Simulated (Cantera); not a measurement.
# Adiabatic ignition

An adiabatic, constant-volume homogeneous reactor starts with CO : H2 : O2 : N2 = 1 : 0.51 : 2.29 : 8.6 (molar parts), at 1575 K and 101000 Pa.

Cantera simulation using GRI-Mech 3.0 (53 species, 325 reactions); the numbers are that mechanism's predictions, not measurements.

```json
[
 {"t (s)": "1.00e-6", "T (K)": "1575", "P (bar)": "1.01", "x CO": "0.0806", "x H2": "0.0411", "x O2": "0.185", "x NO": "<1e-12", "x N2O": "<1e-12", "x CO2": "7.55e-8", "x H2O": "3.44e-8"},
 {"t (s)": "2.70e-6", "T (K)": "1575", "P (bar)": "1.01", "x CO": "0.0806", "x H2": "0.0411", "x O2": "0.185", "x NO": "<1e-12", "x N2O": "1.37e-12", "x CO2": "2.95e-7", "x H2O": "5.84e-7"},
 {"t (s)": "7.30e-6", "T (K)": "1575", "P (bar)": "1.01", "x CO": "0.0806", "x H2": "0.0411", "x O2": "0.185", "x NO": "<1e-12", "x N2O": "3.05e-11", "x CO2": "4.91e-6", "x H2O": "2.65e-5"},
 {"t (s)": "1.97e-5", "T (K)": "1607", "P (bar)": "1.03", "x CO": "0.0746", "x H2": "0.00918", "x O2": "0.159", "x NO": "3.91e-7", "x N2O": "5.39e-8", "x CO2": "0.00619", "x H2O": "0.0231"},
 {"t (s)": "5.34e-5", "T (K)": "1903", "P (bar)": "1.20", "x CO": "0.0371", "x H2": "0.00277", "x O2": "0.132", "x NO": "1.83e-5", "x N2O": "4.26e-7", "x CO2": "0.0449", "x H2O": "0.0287"},
 {"t (s)": "0.000144", "T (K)": "2253", "P (bar)": "1.40", "x CO": "0.0203", "x H2": "0.00183", "x O2": "0.129", "x NO": "0.000107", "x N2O": "6.76e-7", "x CO2": "0.0634", "x H2O": "0.0333"},
 {"t (s)": "0.000390", "T (K)": "2474", "P (bar)": "1.51", "x CO": "0.0105", "x H2": "0.000836", "x O2": "0.130", "x NO": "0.000539", "x N2O": "9.82e-7", "x CO2": "0.0743", "x H2O": "0.0375"},
 {"t (s)": "0.00105", "T (K)": "2526", "P (bar)": "1.54", "x CO": "0.00748", "x H2": "0.000594", "x O2": "0.130", "x NO": "0.00175", "x N2O": "1.03e-6", "x CO2": "0.0776", "x H2O": "0.0386"},
 {"t (s)": "0.00285", "T (K)": "2522", "P (bar)": "1.54", "x CO": "0.00731", "x H2": "0.000581", "x O2": "0.128", "x NO": "0.00461", "x N2O": "1.03e-6", "x CO2": "0.0778", "x H2O": "0.0387"},
 {"t (s)": "0.00770", "T (K)": "2512", "P (bar)": "1.53", "x CO": "0.00705", "x H2": "0.000564", "x O2": "0.126", "x NO": "0.0100", "x N2O": "1.05e-6", "x CO2": "0.0781", "x H2O": "0.0389"},
 {"t (s)": "0.0208", "T (K)": "2502", "P (bar)": "1.52", "x CO": "0.00679", "x H2": "0.000546", "x O2": "0.123", "x NO": "0.0154", "x N2O": "1.09e-6", "x CO2": "0.0784", "x H2O": "0.0391"},
 {"t (s)": "0.0562", "T (K)": "2499", "P (bar)": "1.52", "x CO": "0.00672", "x H2": "0.000541", "x O2": "0.122", "x NO": "0.0168", "x N2O": "1.11e-6", "x CO2": "0.0785", "x H2O": "0.0391"},
 {"t (s)": "0.152", "T (K)": "2499", "P (bar)": "1.52", "x CO": "0.00672", "x H2": "0.000541", "x O2": "0.122", "x NO": "0.0169", "x N2O": "1.11e-6", "x CO2": "0.0785", "x H2O": "0.0391"},
 {"t (s)": "0.411", "T (K)": "2499", "P (bar)": "1.52", "x CO": "0.00672", "x H2": "0.000541", "x O2": "0.122", "x NO": "0.0169", "x N2O": "1.11e-6", "x CO2": "0.0785", "x H2O": "0.0391"},
 {"t (s)": "1.11", "T (K)": "2499", "P (bar)": "1.52", "x CO": "0.00672", "x H2": "0.000541", "x O2": "0.122", "x NO": "0.0169", "x N2O": "1.11e-6", "x CO2": "0.0785", "x H2O": "0.0391"},
 {"t (s)": "3.00", "T (K)": "2499", "P (bar)": "1.52", "x CO": "0.00672", "x H2": "0.000541", "x O2": "0.122", "x NO": "0.0169", "x N2O": "1.11e-6", "x CO2": "0.0785", "x H2O": "0.0391"}
]
```
x: mole fraction; the columns are a selection and need not sum to one.

```
Property                                                               Value
---------------------------------  -----------------------------------------
time of steepest temperature rise                                    20.9 µs
temperature at 3.00 s                                                 2499 K
equilibrium temperature                                               2499 K
x(CO) at 3.00 s                      0.00672 (gas-phase equilibrium 0.00672)
x(H2) at 3.00 s                    0.000541 (gas-phase equilibrium 0.000541)
x(O2) at 3.00 s                          0.122 (gas-phase equilibrium 0.122)
```
